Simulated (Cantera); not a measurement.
**Ignition delay**

Mixture: CH4 : O2 : N2 = 1 : 2.63 : 9.89 (molar parts), equivalence ratio 0.76, at 3750 Torr, adiabatic and at constant volume. Ignition delay is the time to a rise of 400 K.

Computed with Cantera and GRI-Mech 3.0 (53 species, 325 reactions).

| T0 (K) | delay (ms) |
|---|---|
| 1300 | 2.42 |
| 1375 | 1.03 |
| 1450 | 0.466 |
| 1525 | 0.223 |
| 1600 | 0.114 |

The apparent activation energy between 1450 and 1600 K is 180 kJ/mol.
